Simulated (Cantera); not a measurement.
An adiabatic, constant-volume homogeneous reactor starts with 9.19 % CH₄, 0.515 % C₂H₆, 18.4 % O₂, 69.1 % N₂, 2.85 % CO₂, at 1425 K and 1.01 bar.

Computed with Cantera and GRI-Mech 3.0 (53 species, 325 reactions).

### Question
Predict: time of steepest temperature rise; temperature at 0.700 s; equilibrium temperature; x(O₂) at 0.700 s; x(NO₂) at 0.700 s; x(NO) at 0.700 s; x(CO₂) at 0.700 s; x(OH) at 0.700 s.

### Answer
- time of steepest temperature rise: 0.879 ms
- temperature at 0.700 s: 2854 K
- equilibrium temperature: 2854 K
- x(O₂) at 0.700 s: 0.0154 (gas-phase equilibrium 0.0154)
- x(NO₂) at 0.700 s: 2.49e-6 (gas-phase equilibrium 2.49e-6)
- x(NO) at 0.700 s: 0.00972 (gas-phase equilibrium 0.00972)
- x(CO₂) at 0.700 s: 0.0600 (gas-phase equilibrium 0.0600)
- x(OH) at 0.700 s: 0.0201 (gas-phase equilibrium 0.0201)
